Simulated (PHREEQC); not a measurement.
Make-up at 25 °C: 0.2 mol/kgw FeSO4, 0.00018 mol/kgw MgSO4 and 0.04 mol/kgw NaH2PO4. Closed to the air; pH follows from the charge balance.

The numbers come from PHREEQC with the ion-association model, phreeqc.dat.

Precipitation was switched off in this run.

Q: What pH, ionic strength does the model give?

A: pH 4.34; ionic strength 0.425 mol/kgw.

Q: In which forms is Fe present?

A: FeSO4 42 %, Fe+2 40 %, FeH2PO4+ 18 % of the Fe.

The solution is supersaturated, for example in Vivianite, so a real one may precipitate; this is no full list. Species that the database lacks are ignored.
